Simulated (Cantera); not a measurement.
A closed system holds: 1 mol (CH₃)₂SiCl₂, 0.015 mol C₃H₈, 400 mol H₂, held at 1.30 mbar.

These are equilibrium values from Cantera (NASA tables, ideal gas, pure condensed phases), not measurements of a reactor. Candidate condensed phases: C, C₆H₆, C₇H₈, C₈H₁₈, Si, SiC; 109 gas species. The feed counts by its element totals alone. Rates play no part.

Problem. Which condensed phases are stable at each of these points (T (K)): 1000, 1100, 1200, 1300, 1400, 1500, 1600, 1700, 1800, 1900, 2000, 2100?

Solution. 
| T (K) | condensed phases | Si condensed (%) |
|---|---|---|
| 1000 | C(graphite) + SiC(s) | 100.0 |
| 1100 | C(graphite) + SiC(s) | 100.0 |
| 1200 | C(graphite) + SiC(s) | 100.0 |
| 1300 | C(graphite) + SiC(s) | 100.0 |
| 1400 | C(graphite) + SiC(s) | 100.0 |
| 1500 | C(graphite) + SiC(s) | 100.0 |
| 1600 | C(graphite) + SiC(s) | 99.9 |
| 1700 | C(graphite) + SiC(s) | 99.6 |
| 1800 | C(graphite) + SiC(s) | 97.3 |
| 1900 | C(graphite) + SiC(s) | 83.6 |
| 2000 | C(graphite) + SiC(s) | 14.0 |
| 2100 | C(graphite) | 0.0 |

From 1000 K to 2000 K the condensed part is C(graphite) + SiC(s). At 2100 K the condensed part is C(graphite).
